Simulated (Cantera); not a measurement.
Charge: 1 mol SiC, 0.76 mol O2, 4.8 mol H2, held at 1 atm.

Method: chemical equilibrium by Gibbs-energy minimisation in Cantera with the NASA 1993 tables (ideal gas, pure condensed phases). Candidate condensed phases: C, C6H6, C7H8, C8H18, H2O, Si, SiC, SiO2; 123 gas species. Mutual solubility and eutectic melting of coexisting phases are not modelled. The tables hold silica as quartz up to 1696 K and as liquid above; real silica turns to tridymite and cristobalite and melts near 1996 K. Gases not in the tables: Si2H6 and higher silanes. Equilibrium is a limit: real reactors are often held back by kinetics, nucleation or transport.

Which condensed phases are stable at each of these points (T (°C)): 677, 777, 877, 977, 1077, 1177, 1277, 1377, 1477, 1577, 1677?


| T (°C) | condensed phases | Si condensed (%) |
|---|---|---|
| 677 | C(graphite) + SiC(s) + SiO2(β-quartz) | 100.0 |
| 777 | C(graphite) + SiC(s) + SiO2(β-quartz) | 100.0 |
| 877 | C(graphite) + SiC(s) + SiO2(β-quartz) | 100.0 |
| 977 | C(graphite) + SiC(s) + SiO2(β-quartz) | 100.0 |
| 1077 | C(graphite) + SiC(s) + SiO2(β-quartz) | 100.0 |
| 1177 | C(graphite) + SiC(s) + SiO2(β-quartz) | 100.0 |
| 1277 | C(graphite) + SiC(s) + SiO2(β-quartz) | 99.9 |
| 1377 | SiC(s) + SiO2(β-quartz) | 99.5 |
| 1477 | SiC(s) + SiO2(condensed) | 96.8 |
| 1577 | SiC(s) + SiO2(condensed) | 81.3 |
| 1677 | SiC(s) | 24.0 |

From 677 °C to 1277 °C the condensed part is C(graphite) + SiC(s) + SiO2(β-quartz). At 1377 °C the condensed part is SiC(s) + SiO2(β-quartz). From 1477 °C to 1577 °C the condensed part is SiC(s) + SiO2(condensed). At 1677 °C the condensed part is SiC(s).
